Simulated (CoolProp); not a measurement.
Properties of isobutene along the isotherm 460.9 K.

Values from CoolProp's reference Helmholtz-energy equation of state, Lemmon 2005. It is a short technical equation, of lower accuracy than the large ones.

| p (MPa) | phase | density (kg/m³) | fugacity coefficient |
|---|---|---|---|
| 2.01 | gas | 34.09 | ___ |
| 4.02 | supercritical | 84.33 | 0.7597 |
| 6.02 | supercritical | 176.0 | ___ |
| 8.03 | supercritical | 292.1 | 0.5512 |
| 10 | supercritical | 345.0 | 0.4842 |
| 12 | supercritical | 375.2 | 0.4376 |
| 14.1 | supercritical | 396.9 | 0.4033 |
| 16.1 | supercritical | 412.8 | 0.3797 |
| 18.1 | supercritical | 425.7 | ___ |
| 20.1 | supercritical | 436.7 | 0.3490 |

Fill in the missing entries.


- 2.01, fugacity coefficient: 0.8770
- 6.02, fugacity coefficient: 0.6484
- 18.1, fugacity coefficient: 0.3621
